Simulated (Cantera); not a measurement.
A freely propagating, adiabatic, planar premixed flame of 11.1 % CH4, 17.1 % O2, 71.8 % N2, unburnt at 625 K and 0.750 bar; unity-Lewis-number transport, grid criteria slope 0.08 and curve 0.16, no radiation.

Model: GRI-Mech 3.0 (53 species, 325 reactions), integrated in Cantera. Unity Lewis numbers drop preferential diffusion, which matters most where H2 and H carry the flame. Burning velocities carry a grid error of a few per cent, more on coarse grids.

x: mole fraction of selected species; z is measured from the peak of heat release.

```json
[
 {"z (mm)": "-2.14", "T (K)": "626", "u (m/s)": "0.604", "x CH4": "0.111", "x O2": "0.171", "x NO": "2.88e-8", "x H2": "3.12e-5", "x O": "<1e-8", "x CH2O": "1.03e-6"},
 {"z (mm)": "-1.43", "T (K)": "634", "u (m/s)": "0.612", "x CH4": "0.110", "x O2": "0.170", "x NO": "2.73e-7", "x H2": "0.000295", "x O": "<1e-8", "x CH2O": "9.74e-6"},
 {"z (mm)": "-1.07", "T (K)": "660", "u (m/s)": "0.638", "x CH4": "0.108", "x O2": "0.167", "x NO": "1.12e-6", "x H2": "0.00120", "x O": "<1e-8", "x CH2O": "3.93e-5"},
 {"z (mm)": "-0.713", "T (K)": "784", "u (m/s)": "0.761", "x CH4": "0.0982", "x O2": "0.154", "x NO": "5.27e-6", "x H2": "0.00546", "x O": "1.11e-8", "x CH2O": "0.000175"},
 {"z (mm)": "-0.356", "T (K)": "1210", "u (m/s)": "1.20", "x CH4": "0.0613", "x O2": "0.105", "x NO": "2.16e-5", "x H2": "0.0211", "x O": "2.78e-6", "x CH2O": "0.000582"},
 {"z (mm)": "-0.178", "T (K)": "1575", "u (m/s)": "1.59", "x CH4": "0.0289", "x O2": "0.0617", "x NO": "3.72e-5", "x H2": "0.0348", "x O": "5.17e-5", "x CH2O": "0.000663"},
 {"z (mm)": "0", "T (K)": "1909", "u (m/s)": "1.96", "x CH4": "0.00408", "x O2": "0.0203", "x NO": "5.92e-5", "x H2": "0.0430", "x O": "0.000444", "x CH2O": "0.000279"},
 {"z (mm)": "0.178", "T (K)": "2020", "u (m/s)": "2.08", "x CH4": "0.000121", "x O2": "0.00508", "x NO": "8.70e-5", "x H2": "0.0397", "x O": "0.00108", "x CH2O": "2.27e-5"},
 {"z (mm)": "0.356", "T (K)": "2044", "u (m/s)": "2.10", "x CH4": "?", "x O2": "?", "x NO": "?", "x H2": "0.0393", "x O": "0.00116", "x CH2O": "?"},
 {"z (mm)": "0.713", "T (K)": "2071", "u (m/s)": "2.12", "x CH4": "<1e-8", "x O2": "0.00162", "x NO": "0.000114", "x H2": "0.0400", "x O": "0.000912", "x CH2O": "<1e-8"},
 {"z (mm)": "1.43", "T (K)": "2103", "u (m/s)": "2.15", "x CH4": "<1e-8", "x O2": "0.00103", "x NO": "0.000120", "x H2": "0.0399", "x O": "0.000578", "x CH2O": "<1e-8"},
 {"z (mm)": "2.85", "T (K)": "2135", "u (m/s)": "2.18", "x CH4": "<1e-8", "x O2": "0.000528", "x NO": "0.000124", "x H2": "0.0396", "x O": "0.000289", "x CH2O": "<1e-8"},
 {"z (mm)": "5.70", "T (K)": "2160", "u (m/s)": "2.20", "x CH4": "<1e-8", "x O2": "?", "x NO": "0.000127", "x H2": "0.0394", "x O": "?", "x CH2O": "<1e-8"}
]
```

Some entries are withheld; supply them.


- 0.356, x CH4: 2.58e-6
- 0.356, x O2: 0.00248
- 0.356, x NO: 0.000103
- 0.356, x CH2O: 7.13e-7
- 5.70, x O2: 0.000220
- 5.70, x O: 0.000119
